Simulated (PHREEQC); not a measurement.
NaOH is added in steps, without added water, to 1 kg of water holding 0.019 mol/kgw HBr, 0.00023 mol/kgw CuSO4 and 0.36 mol/kgw KCl, at 25 °C. Oxygen is held at 0.21 atm. No CO2 enters from the air. Only these solids could form: Cu(OH)2, Brochantite, Antlerite, Atacamite, Halite, Mirabilite, Chalcanthite.

Base run: PHREEQC, ion-association model, wateq4f.dat. Each further column changes one thing. The table gives pH.

```tsv
NaOH added (mol)	base	Debye-Hückel limiting law	metal-ligand complexes left out	Davies equation for every ion
0	1.83	2.04	1.83	1.86
0.003375	1.92	2.12	1.92	1.94
0.005625	1.99	2.19	1.99	2.01
0.009	2.11	2.31	2.11	2.14
0.01238	2.29	2.49	2.29	2.32
0.01463	2.47	2.67	2.47	2.50
0.018	3.11	3.31	3.11	3.14
0.02138	11.10	10.97	11.10	11.15
0.02363	11.44	11.31	11.44	11.49
0.027	11.70	11.57	11.70	11.75
0.03037	11.86	11.72	11.86	11.91
0.03263	11.94	11.80	11.94	11.99
0.036	12.04	11.90	12.04	12.09
```

The database's constant for dissolved Cu(OH)2 is higher than later reviews accept.
